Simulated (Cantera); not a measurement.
## Premixed flame

A freely propagating, adiabatic, planar premixed flame of CH₄ : H₂ : O₂ : N₂ = 1 : 0.15 : 1.89 : 7.09 (molar parts), unburnt at 550 K and 0.365 atm; mixture-averaged transport, grid criteria slope 0.08 and curve 0.16, no radiation.

Cantera simulation using GRI-Mech 3.0 (53 species, 325 reactions); the numbers are that mechanism's predictions, not measurements. Burning velocities carry a grid error of a few per cent, more on coarse grids.

```csv
z (mm),T (K),u (m/s),x CH₄,x H₂,x O₂,x CO,x C₂H,x NO
-2.28,550,1.51,0.0987,0.0154,0.186,8.06e-7,<1e-8,<1e-8
-1.52,551,1.51,0.0985,0.0167,0.186,1.28e-5,<1e-8,<1e-8
-1.14,555,1.53,0.0980,0.0187,0.186,7.69e-5,<1e-8,<1e-8
-0.759,597,1.65,0.0951,0.0232,0.183,0.000978,<1e-8,9.09e-8
-0.380,957,2.69,0.0717,0.0321,0.155,0.0134,<1e-8,1.43e-6
-0.190,1368,3.89,0.0407,0.0368,0.115,0.0337,<1e-8,3.94e-6
0,1757,5.06,0.0110,0.0366,0.0654,0.0564,3.60e-7,9.00e-6
0.190,1929,5.57,0.00116,0.0301,0.0342,0.0612,4.30e-7,1.61e-5
0.380,1969,5.67,6.45e-5,0.0254,0.0218,0.0547,4.51e-8,2.14e-5
0.759,1996,5.72,1.51e-7,0.0242,0.0158,0.0451,<1e-8,2.61e-5
1.52,2028,5.79,<1e-8,0.0244,0.0137,0.0398,<1e-8,3.00e-5
3.04,2073,5.90,<1e-8,0.0235,0.0123,0.0383,<1e-8,3.66e-5
6.07,2132,6.05,<1e-8,0.0219,0.0105,0.0371,<1e-8,4.93e-5
```
x: mole fraction of selected species; z is measured from the peak of heat release.

| Item | Value |
|---|---|
| laminar burning velocity | 151 cm/s |
| thermal thickness | 0.759 mm |
| peak x(CO) | 0.0618 |
| peak x(C₂H) | 5.99e-7 |
| grid points | 160 |
